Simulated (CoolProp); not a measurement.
n-undecane along the isotherm 620 K: density (kg/m³) from the reference equation and from simpler models built on Tc = 638.8 K, pc = 19.90 bar, ω = 0.539; each cubic takes its own stable root.

Values from CoolProp's reference Helmholtz-energy equation of state, Aleksandrov 2011. It is a short technical equation, of lower accuracy than the large ones.

```csv
p (bar),phase,reference,van der Waals,Soave-Redlich-Kwong,Peng-Robinson
0.0944,gas,0.2868,0.2867,0.2868,0.2868
0.215,gas,0.6550,0.6542,0.6546,0.6549
0.489,gas,1.499,1.495,1.497,1.498
1.11,gas,3.450,3.428,3.440,3.448
2.53,gas,8.136,8.008,8.077,8.119
5.76,gas,20.24,19.43,19.85,20.11
13.1,gas,63.88,54.69,59.19,61.32
29.9,liquid,431.9,266.4,346.2,387.3
```
